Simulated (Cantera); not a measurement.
Charge: 1 mol SiH4, 0.13 mol O2, at 3.10 mbar.

These are equilibrium values from Cantera (NASA tables, ideal gas, pure condensed phases), not measurements of a reactor. Candidate condensed phases: H2O, Si, SiO2; 18 gas species. Mutual solubility and eutectic melting of coexisting phases are not modelled. The tables hold silica as quartz up to 1696 K and as liquid above; real silica turns to tridymite and cristobalite and melts near 1996 K. Gases not in the tables: Si2H6 and higher silanes. Rates play no part.

Question: Which condensed phases are stable at each of these points (T (K)): 998, 1098, 1198, 1298, 1398, 1498, 1598, 1698, 1798, 1898, 1998?

Answer: 
```tsv
T (K)	condensed phases	Si condensed (%)
998	Si(s) + SiO2(β-quartz)	100.0
1098	Si(s) + SiO2(β-quartz)	100.0
1198	Si(s) + SiO2(β-quartz)	100.0
1298	Si(s) + SiO2(β-quartz)	99.5
1398	Si(s) + SiO2(β-quartz)	95.4
1498	Si(s)	74.0
1598	Si(s)	74.0
1698	Si(l)	73.9
1798	Si(l)	73.8
1898	Si(l)	73.0
1998	Si(l)	70.6
```

From 998 K to 1398 K the condensed part is Si(s) + SiO2(β-quartz). From 1498 K to 1598 K the condensed part is Si(s). From 1698 K to 1998 K the condensed part is Si(l).
